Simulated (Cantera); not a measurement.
Cantera with NASA thermochemical tables; ideal gases at 1 bar, condensed phases pure. Values are per mole of reaction as written; species without (g) are pure solids or liquids, kept so even where they would boil at 1 bar.

Question: Between 300 and 673 K, where is each reaction favourable under standard conditions?
- 5 O₂(g) + 4 PH₃(g) = P₄O₁₀ + 6 H₂(g)

Answer: 
- 5 O₂(g) + 4 PH₃(g) = P₄O₁₀ + 6 H₂(g): ΔG° is -2775 kJ at 300 K and -2477 kJ at 673 K; it stays negative (K > 1). ΔH° is -2983 kJ and ΔS° -752 J/K at 673 K.
